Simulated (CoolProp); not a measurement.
Vapour-liquid equilibrium of n-butane (1) + R113 (2) at 1.28 MPa; x and y are mole fractions of (1).

Model: multi-fluid Helmholtz-energy mixture model, Bücker 2006 and Marx 1992; pair parameters Bell 2016, in CoolProp.

Q: Give the bubble temperature and the first vapour's composition at x = 0.35, 0.575, 0.8. Is there an azeotrope?

A: x = 0.35: 122.6 °C, y = 0.567; x = 0.575: 109.3 °C, y = 0.764; x = 0.8: 99.0 °C, y = 0.901. No azeotrope shows between x = 0.05 and 0.95.

Pair parameters are fitted to limited data, so mixtures are less certain than the pure fluids.
